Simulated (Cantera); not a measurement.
A perfectly stirred reactor is fed with CH₄ : CO₂ : H₂ = 1 : 4.1 : 0.091 (molar parts), at 390000 Pa; it is held at 1875 K, and followed from long to short residence time.

Cantera simulation using GRI-Mech 3.0 (53 species, 325 reactions); the numbers are that mechanism's predictions, not measurements.

x: mole fraction; the columns are a selection and need not sum to one.

```csv
τ (s),x CH₄,x CO₂,x H₂,x O,x H,x C₂H₆
1.9,0.000586,0.237,0.0947,1.19e-8,9.67e-5,?
1.0,0.00104,0.238,0.0941,1.19e-8,9.62e-5,?
0.56,0.00170,0.240,0.0931,1.17e-8,9.56e-5,?
0.30,0.00275,0.244,0.0914,1.14e-8,9.47e-5,?
0.16,0.00426,0.251,0.0885,1.06e-8,9.30e-5,?
0.087,0.00621,0.263,0.0841,9.44e-9,9.05e-5,?
0.047,0.00872,0.280,0.0781,8.01e-9,8.66e-5,?
0.025,0.0120,0.307,0.0706,6.61e-9,8.11e-5,?
0.014,0.0158,0.339,0.0635,5.56e-9,7.52e-5,?
0.0073,0.0218,0.385,0.0570,4.66e-9,6.83e-5,?
```

Complete the blanks.


- 1.9, x C₂H₆: 2.64e-8
- 1.0, x C₂H₆: 8.42e-8
- 0.56, x C₂H₆: 2.25e-7
- 0.30, x C₂H₆: 6.00e-7
- 0.16, x C₂H₆: 1.48e-6
- 0.087, x C₂H₆: 3.29e-6
- 0.047, x C₂H₆: 6.88e-6
- 0.025, x C₂H₆: 1.39e-5
- 0.014, x C₂H₆: 2.57e-5
- 0.0073, x C₂H₆: 4.98e-5
